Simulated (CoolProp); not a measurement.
Octamethyltrisiloxane (MDM) along the isotherm 301.85 °C: fugacity coefficient from the reference equation and from simpler models built on Tc = 292.2 °C, pc = 14.38 bar, ω = 0.528; each cubic takes its own stable root.

Computed with CoolProp (reference Helmholtz-energy equation of state, Thol 2017).

```
p (bar)          phase  reference  van der Waals  Redlich-Kwong  Soave-Redlich-Kwong  Peng-Robinson
-------  -------------  ---------  -------------  -------------  -------------------  -------------
0.114              gas     0.9975         0.9977         0.9974               0.9975         0.9972
0.167              gas     0.9964         0.9967         0.9962               0.9963         0.9959
0.245              gas     0.9947         0.9951         0.9945               0.9946         0.9939
0.359              gas     0.9922         0.9929         0.9919               0.9920         0.9911
0.528              gas     0.9886         0.9895         0.9881               0.9883         0.9869
0.774              gas     0.9832         0.9847         0.9826               0.9829         0.9809
1.14               gas     0.9753         0.9774         0.9744               0.9748         0.9719
1.67               gas     0.9639         0.9670         0.9626               0.9632         0.9590
2.45               gas     0.9471         0.9516         0.9453               0.9462         0.9401
3.59               gas     0.9227         0.9292         0.9202               0.9215         0.9129
5.28               gas     0.8866         0.8961         0.8833               0.8853         0.8733
7.74               gas     0.8341         0.8477         0.8303               0.8332         0.8170
11.4               gas     0.7553         0.7746         0.7517               0.7562         0.7352
16.7     supercritical     0.6306         0.6503         0.6268               0.6375         0.6134
24.5     supercritical     0.4749         0.5063         0.4792               0.4903         0.4668
35.9     supercritical     0.3669         0.4095         0.3762               0.3860         0.3625
```
